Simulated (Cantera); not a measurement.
An isothermal, constant-pressure homogeneous reactor starts with CH4 : H2O = 1 : 1.5 (molar parts), at 1275 K and 0.960 bar.

Detailed kinetics in Cantera: GRI-Mech 3.0 (53 species, 325 reactions).

Task: Predict: x(CH4) at 300 s; x(H2O) at 300 s; x(CO) at 300 s; x(CH2CO) at 300 s.

Result: x(CH4) at 300 s: 0.229 (gas-phase equilibrium 6.75e-5)
x(H2O) at 300 s: 0.470 (gas-phase equilibrium 0.0942)
x(CO) at 300 s: 0.0160 (gas-phase equilibrium 0.205)
x(CH2CO) at 300 s: 5.25e-6 (gas-phase equilibrium 4.58e-11)
